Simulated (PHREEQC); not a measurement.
Consider water at 25 °C with 29 mmol/kgw CuSO4, 35 mmol/kgw HCl and 20 mmol/kgw NaCl. Closed to the air; pH follows from the charge balance.

All values are PHREEQC results (ion-association model, phreeqc.dat), not measurements.

This is a speciation only: nothing precipitates in the calculation.

Problem. Order these Cu species by the share of Cu that they hold, largest first: CuCl+, CuSO4, Cu+2.

Solution. Cu+2 (73 %), CuSO4 (23 %), CuCl+ (4.0 %)

The pH is 1.70 and the ionic strength 0.121 mol/kgw. Species that the database lacks are ignored.
